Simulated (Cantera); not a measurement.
Input: 1 mol C₂H₄, 1.9 mol NH₃, at 79.0 bar.

Method: chemical equilibrium by Gibbs-energy minimisation in Cantera with the NASA 1993 tables (ideal gas, pure condensed phases). Candidate condensed phases: C, C₆H₆, C₇H₈, C₈H₁₈; 92 gas species. The ideal-gas law is rough above about 30 bar. Rates play no part.

Q: What share of the C ends up in condensed phases as a function of T (K), at 1250, 1350, 1450, 1550, 1650, 1750, 1850, 1950, 2050, 2150, 2250, 2350, 2450, 2550?

A: 
```
T (K)  C condensed (%)           as
-----  ---------------  -----------
1250              41.4  C(graphite)
1350              56.0  C(graphite)
1450              67.8  C(graphite)
1550              76.7  C(graphite)
1650              82.9  C(graphite)
1750              87.0  C(graphite)
1850              89.7  C(graphite)
1950              91.2  C(graphite)
2050              91.8  C(graphite)
2150              91.6  C(graphite)
2250              90.7  C(graphite)
2350              88.9  C(graphite)
2450              86.1  C(graphite)
2550              82.4  C(graphite)
```
